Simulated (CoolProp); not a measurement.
Computed with CoolProp (reference Helmholtz-energy equation of state, Lemmon 2006). It is a short technical equation, of lower accuracy than the large ones.

For carbonyl sulfide, give the phase and the density (kg/m³), speed of sound (m/s) at -46.65 °C and 1.99 MPa; -46.65 °C and 3.98 MPa; -46.65 °C and 15.9 MPa.


- -46.65 °C and 1.99 MPa: liquid; density 1170, speed of sound 1030
- -46.65 °C and 3.98 MPa: liquid; density 1170, speed of sound 1040
- -46.65 °C and 15.9 MPa: liquid; density 1190, speed of sound 1100
